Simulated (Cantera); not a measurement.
**Gas activation for diamond growth**

A perfectly stirred reactor is fed with CH4 : H2 : H = 0.048 : 1 : 0.31 (molar parts), at 0.0270 bar; it is held at 1523 K, and followed from long to short residence time.

Computed with Cantera and GRI-Mech 3.0 (53 species, 325 reactions). GRI-Mech 3.0 stops at C3 and has no aromatics, soot or wall deposition, so with more carbon than oxygen in the feed, carbon stays in small species such as C2H2 where larger ones or solid carbon would form. Radical loss at walls, strong at low pressure, is not modelled.

```tsv
τ (s)	x CH4	x H2	x H	x CH3	x C2H6	x C2H	x C2H2
1.7	0.00801	0.974	0.00214	0.000354	2.29e-6	7.16e-8	0.0150
0.49	0.00870	0.972	0.00378	0.000676	4.59e-6	1.22e-7	0.0145
0.14	0.00836	0.969	0.00707	0.00121	7.59e-6	2.27e-7	0.0144
0.042	0.00607	0.962	0.0147	0.00179	7.82e-6	5.01e-7	0.0151
0.012	0.00215	0.937	0.0419	0.00167	2.33e-6	1.63e-6	0.0169
0.0035	0.00156	0.898	0.0813	0.00205	1.78e-6	3.24e-6	0.0165
0.0010	0.00252	0.868	0.110	0.00398	4.89e-6	4.06e-6	0.0148
```
x: mole fraction; the columns are a selection and need not sum to one.
